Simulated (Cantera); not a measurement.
Adiabatic ignition

An adiabatic, constant-volume homogeneous reactor starts with 9.23 % H₂, 7.56 % O₂, 83.2 % N₂, equivalence ratio 0.61, at 1550 K and 1.00 bar.

Cantera simulation using the H2/O2 subset of GRI-Mech 3.0, which has no nitrogen chemistry; the numbers are that mechanism's predictions, not measurements.

```csv
t (s),T (K),P (bar),x H₂,x O₂,x H,x O,x H₂O
4.00e-6,1550,1.000,0.0922,0.0756,7.83e-7,1.65e-7,6.37e-7
1.02e-5,1550,1.00,0.0922,0.0756,2.42e-5,5.32e-6,2.93e-5
2.60e-5,1600,1.03,0.0311,0.0460,0.0298,0.00990,0.0432
6.62e-5,1887,1.19,0.0112,0.0321,0.0189,0.0119,0.0687
0.000169,2136,1.33,0.00677,0.0302,0.00608,0.00590,0.0810
0.000430,2277,1.41,0.00253,0.0298,0.00115,0.00199,0.0900
0.00110,2318,1.43,0.00112,0.0300,0.000323,0.000866,0.0930
0.00279,2320,1.43,0.00105,0.0300,0.000293,0.000812,0.0932
0.00711,2320,1.43,0.00105,0.0300,0.000293,0.000812,0.0932
0.0181,2320,1.43,0.00105,0.0300,0.000293,0.000812,0.0932
0.0462,2320,1.43,0.00105,0.0300,0.000293,0.000812,0.0932
0.118,2320,1.43,0.00105,0.0300,0.000293,0.000812,0.0932
0.300,2320,1.43,0.00105,0.0300,0.000293,0.000812,0.0932
```
x: mole fraction; the columns are a selection and need not sum to one.

The time of steepest temperature rise is 26.2 µs and the temperature at 0.300 s is 2320 K. The equilibrium temperature is 2320 K. The x(H₂) at 0.300 s is 0.00105 (gas-phase equilibrium 0.00105) and the x(O₂) at 0.300 s is 0.0300 (gas-phase equilibrium 0.0300). The x(H) at 0.300 s is 0.000293 (gas-phase equilibrium 0.000293).
